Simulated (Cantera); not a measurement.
Input: 1 mol AlN, 5.4 mol N2, held at 2548 K and 230 Pa.

Cantera equilibrium calculation (NASA polynomials, part measured and part estimated; ideal gas, pure solids and liquids). Candidate condensed phases: Al, AlN; 5 gas species. Kinetics and transport are ignored.

Base state: N2 0.855, Al 0.145 (mole fractions); condensed: gas only.

**Question.** What changes in the equilibrium state with this change: AlN replaced by Al2O3?

**Answer.** 
| species | before | after |
|---|---|---|
| N2 | 0.855 | 0.982 |
| O | 0 | 0.00803 |
| Al | 0.145 | 0.00493 |
| AlO | 0 | 0.00268 |
| NO | 0 | 0.00128 |
| Al2O | 0 | 0.000728 |
| Al2O3(l), mol | 0 | 0.975 |
Further candidate phases: Al2O3.
